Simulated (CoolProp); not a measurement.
Vapour-liquid equilibrium of ethylene (1) + ethane (2) at 213.5 K; x and y are mole fractions of (1).

Model: multi-fluid Helmholtz-energy mixture model, Smukala 2000 and Bücker 2006; pair parameters Bell 2016, in CoolProp.

Question: Give the bubble pressure and the first vapour's composition at x = 0.725, 0.875, 0.95. Is there an azeotrope?

Answer: x = 0.725: 662.4 kPa, y = 0.819; x = 0.875: 717.0 kPa, y = 0.923; x = 0.95: 744.8 kPa, y = 0.970. No azeotrope shows between x = 0.05 and 0.95.

The pair parameters rest on a limited set of measurements; away from them the model extrapolates.
